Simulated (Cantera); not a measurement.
Source: NASA polynomial tables (part measured, part estimated), evaluated in Cantera. Values are per mole of reaction as written; species without (g) are pure solids or liquids, kept so even where they would boil at 1 bar.

0.6667 Al + I2(g) ⇌ 0.6667 AlI3(g), with ΔH° = -191.3 kJ and ΔS° = -30.5 J/K at 300 K.

Task: How far is the shortcut ΔG° ≈ ΔH°(300 K) − T·ΔS°(300 K) from the full temperature-dependent value at 673, 723, 773, 823, 873 K?

Result: 
| T (K) | shortcut (kJ) | full (kJ) | difference (kJ) | difference in log10 K |
|---|---|---|---|---|
| 673 | -170.8 | -170.5 | -0.3 | 0.02 |
| 723 | -169.3 | -168.9 | -0.3 | 0.03 |
| 773 | -167.7 | -167.3 | -0.4 | 0.03 |
| 823 | -166.2 | -165.7 | -0.5 | 0.03 |
| 873 | -164.7 | -164.1 | -0.6 | 0.04 |
The shortcut ignores the heat-capacity change of the reaction.
